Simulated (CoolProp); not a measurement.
Vapour-liquid equilibrium of toluene (1) + n-decane (2) at 306.8 K; x and y are mole fractions of (1).

Model: multi-fluid Helmholtz-energy mixture model, Lemmon 2006 and Lemmon 2006; pair parameters Bell 2016, in CoolProp.

Question: Give the bubble pressure and the first vapour's composition at x = 0.35, 0.5, 0.875. Is there an azeotrope?

Answer: x = 0.35: 0.002642 MPa, y = 0.919; x = 0.5: 0.003478 MPa, y = 0.951; x = 0.875: 0.005225 MPa, y = 0.989. No azeotrope shows between x = 0.05 and 0.95.

The pair parameters rest on a limited set of measurements; away from them the model extrapolates.
